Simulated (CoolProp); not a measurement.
Computed with CoolProp (reference Helmholtz-energy equation of state, Lemmon 2005). It is a short technical equation, of lower accuracy than the large ones.

**Question.** Give the vapour pressure (kPa), liquid density (kg/m³), liquid cp (kJ/(kg K)), vapour Z of saturated trans-2-butene at 372.3, 385.3 K.

**Answer.** 
```csv
T (K),p (kPa),liquid density (kg/m³),liquid cp (kJ/(kg K)),vapour Z
372.3,1480,492,2.91,0.739
385.3,1900,467,3.13,0.686
```
